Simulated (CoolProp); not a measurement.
Propylene glycol at several states: Z from the reference equation and from simpler models built on Tc = 400.8 °C, pc = 7.292 MPa, ω = 0.327; each cubic takes its own stable root.

Values from CoolProp's reference Helmholtz-energy equation of state, Eisenbach 2021.

```
T (°C)  p (MPa)   phase  reference
------  -------  ------  ---------
106.65     0.87  liquid    0.02166
235.55     0.71  liquid    0.01519
-21.25    0.164  liquid   0.005583
156.55     0.11  liquid   0.002538
163.05    0.138  liquid   0.003158
```

Q: How far does each simpler model (van der Waals, Redlich-Kwong, Soave-Redlich-Kwong, Peng-Robinson) lie from the reference over these 5 states: mean and median of the absolute difference, and the worst?

A: 
- van der Waals: mean 15213.4 %, median 6093.5 %, worst +38792.8 % at 156.55 °C and 0.11 MPa
- Redlich-Kwong: mean 15087.9 %, median 5971.1 %, worst +38587.9 % at 156.55 °C and 0.11 MPa
- Soave-Redlich-Kwong: mean 15027.2 %, median 5902.0 %, worst +38469.7 % at 156.55 °C and 0.11 MPa
- Peng-Robinson: mean 15012.5 %, median 5871.0 %, worst +38442.2 % at 156.55 °C and 0.11 MPa

At some of these states van der Waals, Redlich-Kwong, Soave-Redlich-Kwong, Peng-Robinson gives the other phase, because its saturation line lies elsewhere.
